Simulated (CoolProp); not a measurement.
A Linde-Hampson liquefier for ethane: isothermal reversible compression at 320 K from 1 atm to 5 MPa, throttling to 1 atm, return gas leaving the recuperator 10 K below the feed. Each further row changes one setting.

Computed with CoolProp (reference Helmholtz-energy equation of state, Bücker 2006).

| case | liquid yield per pass | compression work (kJ/kg of gas) |
|---|---|---|
| as stated | … | 315 |
| high pressure 10 MPa | 0.418 | … |
| warm-end temperature 350 K | … | 354 |
| warm-end gap 15 K | … | 315 |

### Question
Some entries are withheld; supply them.

### Answer

- as stated, liquid yield per pass: 0.154
- high pressure 10 MPa, compression work (kJ/kg of gas): 338
- warm-end temperature 350 K, liquid yield per pass: 0.089
- warm-end gap 15 K, liquid yield per pass: 0.142
